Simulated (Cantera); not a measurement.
**MgSO₄ + H₂ + H₂O (calcination and drying)**

Input: 1 mol MgSO₄, 2.7 mol H₂, 1.2 mol H₂O, held at 0.420 bar.

Cantera equilibrium calculation (NASA polynomials, part measured and part estimated; ideal gas, pure solids and liquids). Candidate condensed phases: H₂O, H₂SO₄, Mg, MgO, Mg(OH)₂, MgS, MgSO₄, S; 26 gas species. Kinetics and transport are ignored.

From 1625 K to 2075 K the condensed part is MgO(s). The main Mg-bearing gas is Mg(OH)₂ throughout.

```json
[
 {"T (K)": "1625", "log p H₂O": "-0.51", "log p H₂": "-1.39", "log p SO₂": "-1.40", "log p S₂": "-1.72", "log p H₂S": "-1.93", "log p SO": "-2.87", "n MgO(s)": "1.000"},
 {"T (K)": "1675", "log p H₂O": "-0.52", "log p H₂": "-1.34", "log p SO₂": "-1.39", "log p S₂": "-1.74", "log p H₂S": "-1.98", "log p SO": "-2.75", "n MgO(s)": "1.000"},
 {"T (K)": "1725", "log p H₂O": "-0.53", "log p H₂": "-1.30", "log p SO₂": "-1.37", "log p S₂": "-1.75", "log p H₂S": "-2.03", "log p SO": "-2.64", "n MgO(s)": "1.000"},
 {"T (K)": "1775", "log p H₂O": "-0.54", "log p H₂": "-1.26", "log p SO₂": "-1.36", "log p S₂": "-1.78", "log p H₂S": "-2.08", "log p SO": "-2.53", "n MgO(s)": "1.000"},
 {"T (K)": "1825", "log p H₂O": "-0.54", "log p H₂": "-1.22", "log p SO₂": "-1.34", "log p S₂": "-1.80", "log p H₂S": "-2.13", "log p SO": "-2.44", "n MgO(s)": "1.000"},
 {"T (K)": "1875", "log p H₂O": "-0.55", "log p H₂": "-1.19", "log p SO₂": "-1.33", "log p S₂": "-1.83", "log p H₂S": "-2.18", "log p SO": "-2.34", "n MgO(s)": "1.000"},
 {"T (K)": "1925", "log p H₂O": "-0.56", "log p H₂": "-1.16", "log p SO₂": "-1.32", "log p S₂": "-1.86", "log p H₂S": "-2.23", "log p SO": "-2.26", "n MgO(s)": "1.000"},
 {"T (K)": "1975", "log p H₂O": "-0.57", "log p H₂": "-1.14", "log p SO₂": "-1.31", "log p S₂": "-1.90", "log p H₂S": "-2.29", "log p SO": "-2.18", "n MgO(s)": "1.000"},
 {"T (K)": "2025", "log p H₂O": "-0.58", "log p H₂": "-1.11", "log p SO₂": "-1.30", "log p S₂": "-1.94", "log p H₂S": "-2.34", "log p SO": "-2.11", "n MgO(s)": "1.000"},
 {"T (K)": "2075", "log p H₂O": "-0.58", "log p H₂": "-1.09", "log p SO₂": "-1.29", "log p S₂": "-1.99", "log p H₂S": "-2.40", "log p SO": "-2.04", "n MgO(s)": "1.000"}
]
```
log p: log10 of the partial pressure in bar; n: condensed amount in mol.
